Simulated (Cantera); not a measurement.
## Dilute partial oxidation

An isothermal, constant-pressure homogeneous reactor starts with 2.05 % CH₄, 0.507 % O₂, 97.4 % N₂, at 1075 K and 7350 Torr.

Model: GRI-Mech 3.0 (53 species, 325 reactions), integrated in Cantera. GRI-Mech 3.0 stops at C3 and has no aromatics, soot or wall deposition, so with more carbon than oxygen in the feed, carbon stays in small species such as C2H2 where larger ones or solid carbon would form.

```csv
t (s),x CH₄,x O₂,x C₂H,x H₂O,x CH₂O
8.00e-5,0.0205,0.00507,<1e-12,2.42e-12,1.21e-12
0.000282,0.0205,0.00507,<1e-12,4.22e-11,1.59e-11
0.000997,0.0205,0.00507,<1e-12,8.73e-10,2.44e-10
0.00352,0.0205,0.00507,<1e-12,1.34e-8,4.95e-9
0.0124,0.0205,0.00507,<1e-12,1.20e-7,7.05e-8
0.0439,0.0205,0.00507,<1e-12,5.77e-7,3.77e-7
0.155,0.0205,0.00507,<1e-12,2.40e-6,1.48e-6
0.547,0.0204,0.00506,<1e-12,1.16e-5,5.51e-6
1.93,0.0203,0.00500,<1e-12,8.74e-5,1.91e-5
6.82,0.0183,0.00339,<1e-12,0.00207,7.99e-5
24.1,0.0152,2.79e-5,<1e-12,0.00565,1.29e-6
85.0,0.0152,4.29e-7,<1e-12,0.00566,2.35e-8
300,0.0152,5.86e-12,<1e-12,0.00564,3.57e-10
```
x: mole fraction; the columns are a selection and need not sum to one.

Equilibrium at this temperature and pressure: CH₄ 0.00996, O₂ <1e-12, C₂H <1e-12, H₂O 4.43e-6, CH₂O 1.03e-9 (gas phase only).
